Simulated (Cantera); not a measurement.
A Cantera script and its output.

```python
import numpy as np
import cantera as ct

gas = ct.Solution("gri30.yaml")
gas.TPX = 1250, 2100, {'N2O': 1, 'O2': 0.56}
inlet = ct.Reservoir(gas, clone=True)

reactor = ct.IdealGasConstPressureReactor(gas, energy="off", clone=False)
exhaust = ct.Reservoir(gas, clone=True)
tau = [20, 5.3, 1.4, 0.36, 0.094, 0.025, 0.0064, 0.0017][0]
for a, b in ((inlet, reactor), (reactor, exhaust)):
    ct.MassFlowController(a, b, mdot=lambda t: reactor.mass / tau)
net = ct.ReactorNet([reactor])
show = ['N2O', 'O2', 'NO', 'N2', 'O']

rows = []
print(f"{'tau/s':>10s}{'T/K':>9s}" + "".join(f"{s:>11s}" for s in show))
for tau in [20, 5.3, 1.4, 0.36, 0.094, 0.025, 0.0064, 0.0017]:
    net.initial_time = 0.0
    net.advance(30 * tau)
    before = gas.X
    net.advance(40 * tau)
    drift = np.max(np.abs(gas.X - before) / (gas.X + 1e-9))
    rows.append([gas.T, *gas[show].X, drift])
    print(f"{tau:10.3e}{gas.T:9.1f}" + "".join(f"{x:11.3e}" for x in gas[show].X))
```

Result:

```
     tau/s      T/K        N2O         O2         NO         N2          O
 2.000e+01   1250.0  3.472e-01  4.163e-01  2.793e-02  2.086e-01  3.830e-06
 5.300e+00   1250.0  5.233e-01  3.819e-01  1.121e-02  8.352e-02  3.850e-06
 1.400e+00   1250.0  6.051e-01  3.660e-01  3.429e-03  2.552e-02  3.854e-06
 3.600e-01   1250.0  6.314e-01  3.609e-01  9.198e-04  6.846e-03  3.852e-06
 9.400e-02   1250.0  6.385e-01  3.595e-01  2.422e-04  1.805e-03  3.841e-06
 2.500e-02   1250.0  6.403e-01  3.591e-01  6.391e-05  4.791e-04  3.800e-06
 6.400e-03   1250.0  6.409e-01  3.590e-01  1.570e-05  1.204e-04  3.644e-06
 1.700e-03   1250.0  6.410e-01  3.590e-01  3.619e-06  3.008e-05  3.161e-06
```

Detailed kinetics in Cantera: GRI-Mech 3.0 (53 species, 325 reactions). GRI-Mech 3.0 was tuned for natural gas; its chemistry of N2O as a main component is partial and can be far from experiment. Radical loss at walls, strong at low pressure, is not modelled. The mechanism lacks the step 2 NO + O2 → 2 NO2, which can matter for NO2 below about 1400 K. The temperature is held fixed by assumption; the heat of reaction is taken as removed at once.
